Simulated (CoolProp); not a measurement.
Octamethylcyclotetrasiloxane (D4) at several states: Z from the reference equation and from simpler models built on Tc = 586.5 K, pc = 1347 kPa, ω = 0.598; each cubic takes its own stable root.

The numbers come from the reference Helmholtz-energy equation of state, Thol 2015 in CoolProp.

```json
[
 {"T (K)": "607.3", "p (kPa)": "187", "phase": "gas", "reference": "0.9561"},
 {"T (K)": "469.1", "p (kPa)": "6550", "phase": "liquid", "reference": "0.6464"},
 {"T (K)": "598.9", "p (kPa)": "189", "phase": "gas", "reference": "0.9530"},
 {"T (K)": "566.2", "p (kPa)": "815", "phase": "gas", "reference": "0.6810"},
 {"T (K)": "604.5", "p (kPa)": "14.7", "phase": "gas", "reference": "0.9966"}
]
```

How far does each simpler model (van der Waals, Redlich-Kwong, Soave-Redlich-Kwong, Peng-Robinson) lie from the reference over these 5 states: mean and median of the absolute difference, and the worst?


- van der Waals: mean 13.2 %, median 0.6 %, worst +54.1 % at 469.1 K and 6550 kPa
- Redlich-Kwong: mean 3.5 %, median 0.1 %, worst +12.5 % at 469.1 K and 6550 kPa
- Soave-Redlich-Kwong: mean 2.0 %, median 0.2 %, worst +7.1 % at 469.1 K and 6550 kPa
- Peng-Robinson: mean 1.2 %, median 0.4 %, worst -4.6 % at 469.1 K and 6550 kPa
